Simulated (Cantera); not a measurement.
**Stirred combustor or abatement burner**

A perfectly stirred reactor is fed with CH4 : O2 : N2 = 1 : 2.82 : 10.6 (molar parts), at 0.890 bar; it is adiabatic with a 475 K inlet, and is followed from long to short residence time, starting on the burning branch (τ in s: 0.14, 0.068, 0.032, 0.015, 0.0074, 0.0035, 0.0017, 0.0008, 0.00038, 0.00018, 8.7e-05, 4.2e-05).

Computed with Cantera and GRI-Mech 3.0 (53 species, 325 reactions).

```
τ (s)    T (K)     x CH4    x O2      x CO   x H2O2    x C2H6    x NO2
-------  -----  --------  ------  --------  -------  --------  -------
0.14      1980   4.81e-6  0.0566  0.000693  6.48e-8  1.25e-11  1.44e-7
0.068     1975   8.21e-6  0.0566  0.000973  7.42e-8  3.19e-11  9.63e-8
0.032     1967   1.38e-5  0.0568   0.00146  9.04e-8  7.37e-11  6.51e-8
0.015     1954   2.27e-5  0.0571   0.00225  1.15e-7  1.56e-10  4.36e-8
0.0074    1936   3.61e-5  0.0575   0.00335  1.48e-7  3.06e-10  2.93e-8
0.0035    1909   5.97e-5  0.0582   0.00499  1.95e-7  6.39e-10  1.92e-8
0.0017    1875   9.98e-5  0.0592   0.00715  2.57e-7   1.40e-9  1.30e-8
0.00080   1828  0.000179  0.0609    0.0102  3.47e-7   3.67e-9  8.80e-9
0.00038   1769  0.000347  0.0636    0.0144  4.77e-7   1.21e-8  5.92e-9
0.00018   1692  0.000794  0.0685    0.0210  6.78e-7   6.55e-8  3.67e-9
8.7e-5     475    0.0693   0.196    <1e-12   <1e-12    <1e-12   <1e-12
4.2e-5     475    0.0693   0.196    <1e-12   <1e-12    <1e-12   <1e-12
```
x: mole fraction; the columns are a selection and need not sum to one.
